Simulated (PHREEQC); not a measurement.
Make-up at 25 °C: 84 mmol/kgw HF, 0.093 mmol/kgw H2SiF6, 1.8 mmol/kgw HBF4, 0.27 mmol/kgw HCl and 1 mmol/kgw NaF. Closed to the air; pH follows from the charge balance.

Equilibrium calculation in PHREEQC: ion-association model, phreeqc.dat.

Precipitation was switched off in this run.

Q: Order these F species by the share of F that they hold, largest first: F-, BF4-, HF2-, SiF6-2, HF.

A: HF (81 %), BF4- (7.7 %), F- (6.9 %), HF2- (4.0 %), SiF6-2 (0.60 %)

The pH is 2.06 and the ionic strength 0.0106 mol/kgw. SiF6-2 is the database's only silicon fluoride. Real BF4- forms and hydrolyses slowly; the run takes it at equilibrium.
